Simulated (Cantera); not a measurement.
Input (Python, Cantera):

```python
import numpy as np
import cantera as ct

gas = ct.Solution("gri30.yaml")
gas.TPX = 1400, 150, {'H2': 0.13, 'O2': 1}
reactor = ct.IdealGasConstPressureReactor(gas, energy="off", clone=False)
net = ct.ReactorNet([reactor])
net.rtol, net.atol = 1e-08, 1e-18
show = ['H2', 'O2', 'O', 'H2O', 'H2O2', 'H']
times = np.geomspace(2e-06, 10, 13)

steps = ct.SolutionArray(gas, extra=["t"])
rows = []
print(f"{'t/s':>10s}{'T/K':>9s}{'P/Pa':>11s}" + "".join(f"{s:>11s}" for s in show))
for t in times:
    while net.time < t:
        t_next = net.step()
        steps.append(gas.state, t=t_next)
    rows.append([np.interp(t, steps.t, y) for y in (steps.T, steps.P, *steps(*show).X.T)])
    print(f"{t:10.3e}{rows[-1][0]:9.1f}{rows[-1][1]:11.4g}" + "".join(f"{x:11.3e}" for x in rows[-1][2:]))
rate = np.gradient(steps.T, steps.t)
print("integrator steps:", len(steps.t))
if steps.T.max() > steps.T[0] + 200:
    print(f"time of steepest temperature rise: {steps.t[rate.argmax()]:.4e} s")
gas.TPX = 1400, 150, {'H2': 0.13, 'O2': 1}
gas.equilibrate("TP")
print(f"equilibrium (TP): T = {gas.T:.1f} K  " + "  ".join(f"{s} {gas[s].X[0]:.3e}" for s in show))
```

Result:

```
       t/s      T/K       P/Pa         H2         O2          O        H2O       H2O2          H
 2.000e-06   1400.0        150  1.150e-01  8.850e-01  2.744e-12  9.711e-15  2.569e-15  5.329e-10
 7.232e-06   1400.0        150  1.150e-01  8.850e-01  3.540e-11  4.510e-13  3.354e-14  1.902e-09
 2.615e-05   1400.0        150  1.150e-01  8.850e-01  4.433e-10  2.044e-11  4.377e-13  6.582e-09
 9.457e-05   1400.0        150  1.150e-01  8.850e-01  5.083e-09  8.537e-10  5.713e-12  2.111e-08
 3.420e-04   1400.0        150  1.150e-01  8.850e-01  5.065e-08  2.959e-08  7.386e-11  7.063e-08
 1.237e-03   1400.0        150  1.150e-01  8.850e-01  8.846e-07  1.311e-06  9.319e-10  7.586e-07
 4.472e-03   1400.0        150  1.106e-01  8.819e-01  1.678e-03  3.049e-03  6.865e-09  1.370e-03
 1.617e-02   1400.0        150  3.819e-03  7.985e-01  6.839e-02  9.320e-02  1.405e-08  2.431e-02
 5.848e-02   1400.0        150  3.772e-03  7.997e-01  6.738e-02  9.365e-02  1.407e-08  2.378e-02
 2.115e-01   1400.0        150  3.614e-03  8.038e-01  6.383e-02  9.521e-02  1.415e-08  2.200e-02
 7.647e-01   1400.0        150  3.080e-03  8.169e-01  5.260e-02  1.001e-01  1.425e-08  1.660e-02
 2.765e+00   1400.0        150  1.712e-03  8.459e-01  2.741e-02  1.105e-01  1.309e-08  6.336e-03
 1.000e+01   1400.0        150  3.531e-04  8.709e-01  5.404e-03  1.190e-01  7.409e-09  5.591e-04
integrator steps: 780
equilibrium (TP): T = 1400.0 K  H2 1.528e-06  O2 8.778e-01  O 2.304e-05  H2O 1.219e-01  H2O2 4.948e-10  H 1.563e-07
```

Computed with Cantera and GRI-Mech 3.0 (53 species, 325 reactions). Radical loss at walls, strong at low pressure, is not modelled. The temperature is held fixed by assumption; the heat of reaction is taken as removed at once.
